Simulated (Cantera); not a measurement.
Charge: 1 mol B2H6, 0.079 mol H2O, 0.45 mol N2, equilibrated at 49.0 Pa.

Equilibrium computed with Cantera from the NASA thermochemical tables; the gas is ideal and each condensed phase is pure. Candidate condensed phases: B, BN, B2O3, B3O3H3, H2O; 39 gas species. The feed counts by its element totals alone. N2 is the only nitrogen source here; it is nearly inert below about 1500 K, so the nitride shown seldom forms there in practice. Mutual solubility and eutectic melting of coexisting phases are not modelled. Kinetics and transport are ignored.

log p: log10 of the partial pressure in bar; n: condensed amount in mol.

| T (K) | log p H2 | log p HBO | log p B2O2 | log p B2O3 | log p HBO2 | n B(s) | n BN(s) | n B2O3(l) |
|---|---|---|---|---|---|---|---|---|
| 925 | -3.31 | -8.58 | -11.87 | -13.17 | ___ | 1.05 | 0.900 | 0.0260 |
| 975 | -3.31 | -7.98 | -10.80 | -12.01 | ___ | 1.05 | 0.900 | 0.0259 |
| 1025 | -3.31 | -7.43 | -9.84 | -10.97 | ___ | 1.05 | 0.900 | 0.0258 |
| 1075 | -3.31 | -6.93 | -8.98 | -10.03 | ___ | 1.05 | 0.900 | 0.0256 |
| 1125 | -3.31 | -6.48 | -8.19 | -9.18 | ___ | 1.05 | 0.900 | 0.0252 |
| 1175 | -3.31 | -6.08 | -7.48 | -8.40 | ___ | 1.04 | 0.900 | 0.0239 |
| 1225 | -3.31 | -5.70 | -6.82 | -7.69 | ___ | 1.04 | 0.900 | 0.0208 |
| 1275 | -3.31 | -5.36 | -6.22 | -7.04 | ___ | 1.04 | 0.900 | 0.0132 |
| 1325 | -3.32 | -5.10 | -5.78 | -6.61 | ___ | 1.02 | 0.900 | 0 |
| 1375 | -3.32 | -5.07 | -5.79 | -6.84 | ___ | 1.02 | 0.900 | 0 |

What belongs in the gaps?


- 925, log p HBO2: -11.17
- 975, log p HBO2: -10.42
- 1025, log p HBO2: -9.75
- 1075, log p HBO2: -9.14
- 1125, log p HBO2: -8.60
- 1175, log p HBO2: -8.10
- 1225, log p HBO2: -7.64
- 1275, log p HBO2: -7.22
- 1325, log p HBO2: -6.96
- 1375, log p HBO2: -7.13
